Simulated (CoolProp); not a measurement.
Vapour-liquid equilibrium of 1-butene (1) + acetone (2) at 366.2 K; x and y are mole fractions of (1).

The numbers come from the multi-fluid Helmholtz-energy mixture model, Lemmon 2005 and Lemmon 2006; pair parameters Bell 2016 in CoolProp.

```
x     bubble pressure (bar)  y at the bubble point  dew pressure at overall composition x (bar)  liquid density (mol/L)
----  ---------------------  ---------------------  -------------------------------------------  ----------------------
0.05                  4.343                  0.295                                        3.263                   11.90
0.15                  6.547                  0.552                                        3.636                   11.51
0.25                  8.350                  0.666                                        4.097                   11.12
0.35                  9.789                  0.732                                        4.685                   10.73
0.45                  10.94                  0.776                                        5.460                   10.36
0.55                  11.91                  0.811                                        6.521                   9.997
0.65                  12.77                  0.843                                        8.040                   9.651
0.75                  13.59                  0.877                                        10.25                   9.327
0.85                  14.41                  0.917                                        12.95                   9.034
0.95                  15.22                  0.968                                        14.96                   8.781
```

No azeotrope shows between x = 0.05 and 0.95.

The pair parameters rest on a limited set of measurements; away from them the model extrapolates.
